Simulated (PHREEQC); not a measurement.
Model water analysis in mg/L, 5 °C, pH 7.42, pe -0.6:

```json
[
 {"constituent": "Na", "mg/L": "2570"},
 {"constituent": "K", "mg/L": "280"},
 {"constituent": "Ca", "mg/L": "62.1"},
 {"constituent": "Mg", "mg/L": "26.4"},
 {"constituent": "Cl", "mg/L": "4170"},
 {"constituent": "S(6) as SO4", "mg/L": "413"},
 {"constituent": "Alkalinity as HCO3", "mg/L": "1.28"},
 {"constituent": "Fe(2)", "mg/L": "61.3"},
 {"constituent": "B", "mg/L": "0.611"},
 {"constituent": "N(-3) as NH4", "mg/L": "31.3"}
]
```

Valence states are taken as typed.

Equilibrium calculation in PHREEQC: ion-association model, phreeqc.dat.

```
Item                          Value
--------------------  -------------
ionic strength        0.134 mol/kgw
specific conductance     7730 µS/cm
density                 1.006 g/cm³
charge-balance error          0.8 %
```

```tsv
species	molality	activity	log γ
Cl-	0.118	0.0890	-0.124
Na+	0.112	0.0868	-0.111
K+	0.00717	0.00537	-0.126
SO4-2	0.00347	0.00120	-0.459
NH4+	0.00172	0.00125	-0.139
Ca+2	0.00146	0.000543	-0.431
Mg+2	0.00103	0.000401	-0.410
Fe+2	0.000992	0.000375	-0.422
NaSO4-	0.000590	0.000458	-0.110
CaSO4	9.60e-5	9.90e-5	0.013
MgSO4	6.32e-5	6.51e-5	0.013
FeCl+	5.98e-5	4.61e-5	-0.113
H3BO3	5.62e-5	5.79e-5	0.013
FeSO4	5.27e-5	5.43e-5	0.013
```

Precipitation was switched off in this run. At this temperature some constants are extrapolated from 25 °C, and those without enthalpy data are left unchanged.
